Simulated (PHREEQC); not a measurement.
## Spent oxide etchant: an equilibrium model

Make-up at 25 °C: 40 mmol/kgw HF, 0.43 mmol/kgw H2SiF6, 0.16 mmol/kgw H3PO4 and 0.98 mmol/kgw H2SO4. Closed to the air; pH follows from the charge balance.

Computed with PHREEQC (ion-association model, wateq4f.dat).

Precipitation was switched off in this run.

Problem. What pH, ionic strength does the model give?

Solution. pH 2.21; ionic strength 0.00778 mol/kgw.

Problem. In which forms is S present?

Solution. SO4-2 69 %, HSO4- 31 % of the S.

Complexes and solids missing from the database can't appear. wateq4f.dat counts part of the HF as a dimer, H2F2, which phreeqc.dat doesn't know; its constant is uncertain. H3PO4, which wateq4f.dat lacks, is added to it with the constant of phreeqc.dat. SiF6-2 is the database's only silicon fluoride.
